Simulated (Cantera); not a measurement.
A Cantera script and what it prints.

```python
import numpy as np
import cantera as ct

gas_names = """
    H HO2 H2 H2O H2O2 O OH O2 O3 Ti TiO TiO2
""".split()
cond_names = """
    H2O(s) H2O(L) Ti(a) Ti(b) Ti(L) TiO(a) TiO(b) TiO(L) TiO2(ru) TiO2(L) Ti2O3(a) Ti2O3(b) Ti2O3(L)
    Ti3O5(a) Ti3O5(b) Ti3O5(L) Ti4O7(s) Ti4O7(L)
""".split()


# ... load() reads the species with a 1 bar reference pressure and builds the phases ...
atoms = {
    'Ti': {'Ti': 1},
    'O2': {'O': 2},
    'H2': {'H': 2},
}
top_T = {}  # K; cautious upper limits of use, not melting points


# ... equilibrate(T, P, feed) seeds the gas with the atoms and calls Mixture.equilibrate('TP', solver="vcs", rtol=1e-11, max_steps=5000) ...
results = []
feed = {'Ti': 1, 'O2': 0.66, 'H2': 16}  # mol
T = 2025  # K
P = 19  # Pa
mix = equilibrate(T, P, feed)
results.append((T, P, feed, dict(zip(mix.species_names, mix.species_moles))))
x = sorted(zip(gas.X, gas.species_names), reverse=True)
print(f"T = {T:g} K  P = {P:g} Pa  gas = {mix.phase_moles(0):.4g} mol")
print("   x: " + "  ".join(f"{s} {v:.3e}" for v, s in x if v > 1e-05))
print("   condensed (mol): " + ("  ".join(f"{mix.phase(i).name} {mix.phase_moles(i):.4g}"
      for i in range(1, mix.n_phases) if mix.phase_moles(i) > 1e-12) or "none"))
```

Result:

```
T = 2025 K  P = 19 Pa  gas = 17.22 mol
   x: H2 8.638e-01  H 1.298e-01  TiO 5.591e-03  Ti 3.810e-04  H2O 3.025e-04  TiO2 1.337e-04
   condensed (mol): TiO(L) 0.2569  Ti2O3(b) 0.319
```

Method: chemical equilibrium by Gibbs-energy minimisation in Cantera with the NASA 1993 tables (ideal gas, pure condensed phases). Mutual solubility and eutectic melting of coexisting phases are not modelled. TiO: taken at fixed stoichiometry.
